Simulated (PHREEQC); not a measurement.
1 kg of water holding 0.06 mol/kgw NaHCO3, 0.3 mol/kgw KCl, 0.019 mol/kgw Na2SO4 and 0.054 mol/kgw Na2CO3 is evaporated at 25 °C; the solids stay in contact with the brine. CO2 is held at log p = -3.4 (atm). The run lets Arcanite, Burkeite, Glaserite, Halite, Kalicinite, Mirabilite, Misenite, Nahcolite, Natron, Sylvite, Thenardite, Trona precipitate or redissolve, and no other solid.

Computed with PHREEQC (Pitzer model, pitzer.dat).

| water left (kg) | ionic strength | water activity | Sylvite (mol) | Trona (mol) | Halite (mol) | Arcanite (mol) | Glaserite (mol) | pH |
|---|---|---|---|---|---|---|---|---|
| 1 | 0.582 | 0.985 | 0 | 0 | 0 | 0 | 0 | 9.75 |
| 0.6757 | 0.869 | 0.979 | 0 | 0 | 0 | 0 | 0 | 9.81 |
| 0.5554 | 1.06 | 0.975 | 0 | 0 | 0 | 0 | 0 | 9.84 |
| 0.3753 | 1.58 | 0.963 | 0 | 0 | 0 | 0 | 0 | 9.89 |
| 0.3085 | 1.93 | 0.955 | 0 | 0 | 0 | 0 | 0 | 9.92 |
| 0.2085 | 2.86 | 0.933 | 0 | 0 | 0 | 0 | 0 | 9.97 |
| 0.141 | 4.25 | 0.899 | 0 | 0 | 0 | 0 | 0 | 10.02 |
| 0.116 | 5.17 | 0.875 | 0 | 0 | 0 | 0 | 0 | 10.06 |
| 0.07848 | 7.42 | 0.809 | 0 | 0 | 0 | 0.00611 | 0 | 10.14 |
| 0.06458 | 8.46 | 0.777 | 0.0248 | 0 | 0 | 0.0100 | 0 | 10.18 |
| 0.04345 | 9.38 | 0.760 | 0.123 | 0.00728 | 0 | 0 | 0.00649 | 10.21 |
| 0.03529 | 9.32 | 0.760 | 0.153 | 0.0177 | 0 | 0 | 0.00700 | 10.20 |
| 0.02306 | 9.14 | 0.758 | 0.199 | 0.0332 | 0 | 0 | 0.00775 | 10.16 |
| 0.01482 | 8.93 | 0.753 | 0.229 | 0.0436 | 0 | 0 | 0.00825 | 10.09 |
| 0.01176 | 8.82 | 0.747 | 0.241 | 0.0473 | 0 | 0 | 0.00843 | 10.04 |
| 0.007198 | 8.77 | 0.723 | 0.257 | 0.0525 | 0 | 0 | 0.00865 | 9.89 |
| 0.005542 | 8.87 | 0.710 | 0.262 | 0.0537 | 0.00316 | 0 | 0.00877 | 9.82 |
| 0.003085 | 8.87 | 0.710 | 0.266 | 0.0547 | 0.0144 | 0 | 0.00910 | 9.82 |

Arcanite from water left = 0.07848 kg (pH 10.14), last present at water left = 0.06458 kg; Sylvite from water left = 0.06458 kg (pH 10.18); Glaserite from water left = 0.05316 kg (pH 10.21); Trona from water left = 0.04345 kg (pH 10.21); Halite from water left = 0.005542 kg (pH 9.82).
